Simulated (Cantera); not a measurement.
An isothermal plug-flow reactor at 550 K and 39000 Pa (inlet), inlet velocity 0.09 m/s, active area per volume 290 1/m; feed 0.460 % H2, 11.0 % O2, 88.6 % N2, equivalence ratio 0.021.

Computed with Cantera and Deutschmann's 1995 Pt surface mechanism with GRI-Mech 3.0 gas chemistry. Catalytic surfaces can have several steady states; this one follows from the mechanism file's or the stated starting coverage. Mass transfer to the wall is taken as infinitely fast.

x: gas mole fraction; θ: surface coverage.

```json
[
 {"z (m)": "0.00046", "x H2": "0.00122", "x O2": "0.108", "x H2O": "0.00338", "θ free Pt": "0.0176", "θ O*": "0.979", "θ OH*": "0.00359"},
 {"z (m)": "0.00082", "x H2": "0.000775", "x O2": "0.108", "x H2O": "0.00383", "θ free Pt": "0.0112", "θ O*": "0.986", "θ OH*": "0.00297"},
 {"z (m)": "0.0015", "x H2": "0.000458", "x O2": "0.108", "x H2O": "0.00415", "θ free Pt": "0.00660", "θ O*": "0.991", "θ OH*": "0.00235"},
 {"z (m)": "0.0026", "x H2": "0.000275", "x O2": "0.108", "x H2O": "0.00433", "θ free Pt": "0.00398", "θ O*": "0.994", "θ OH*": "0.00185"},
 {"z (m)": "0.0046", "x H2": "0.000159", "x O2": "0.108", "x H2O": "0.00445", "θ free Pt": "0.00233", "θ O*": "0.996", "θ OH*": "0.00143"},
 {"z (m)": "0.0082", "x H2": "8.93e-5", "x O2": "0.108", "x H2O": "0.00452", "θ free Pt": "0.00135", "θ O*": "0.998", "θ OH*": "0.00110"},
 {"z (m)": "0.015", "x H2": "4.74e-5", "x O2": "0.108", "x H2O": "0.00456", "θ free Pt": "0.000797", "θ O*": "0.998", "θ OH*": "0.000844"},
 {"z (m)": "0.026", "x H2": "[?]", "x O2": "0.108", "x H2O": "0.00458", "θ free Pt": "[?]", "θ O*": "0.999", "θ OH*": "[?]"},
 {"z (m)": "0.046", "x H2": "[?]", "x O2": "0.108", "x H2O": "0.00460", "θ free Pt": "[?]", "θ O*": "0.999", "θ OH*": "[?]"}
]
```

### Question
Some entries are withheld; supply them.

### Answer

- 0.026, x H2: 2.50e-5
- 0.026, θ free Pt: 0.000530
- 0.026, θ OH*: 0.000690
- 0.046, x H2: 1.11e-5
- 0.046, θ free Pt: 0.000391
- 0.046, θ OH*: 0.000593
